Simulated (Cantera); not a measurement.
An adiabatic, constant-pressure homogeneous reactor starts with CH4 : O2 : N2 = 1 : 1.05 : 3.96 (molar parts), equivalence ratio 1.9, at 1300 K and 760 Torr.

Cantera simulation using GRI-Mech 3.0 (53 species, 325 reactions); the numbers are that mechanism's predictions, not measurements.

Q: Predict: time of steepest temperature rise; temperature at 6.00 s; equilibrium temperature; x(O2) at 6.00 s; x(HCN) at 6.00 s; x(H) at 6.00 s.

A: 
```json
{
  "time_of_steepest_temperature_rise": "16.7 ms",
  "temperature at 6.00 s": "2401 K",
  "equilibrium_temperature": "2401 K",
  "x(O2) at 6.00 s": "1.14e-5 (gas-phase equilibrium 1.14e-5)",
  "x(HCN) at 6.00 s": "8.09e-8 (gas-phase equilibrium 8.09e-8)",
  "x(H) at 6.00 s": "0.00611 (gas-phase equilibrium 0.00611)"
}
```
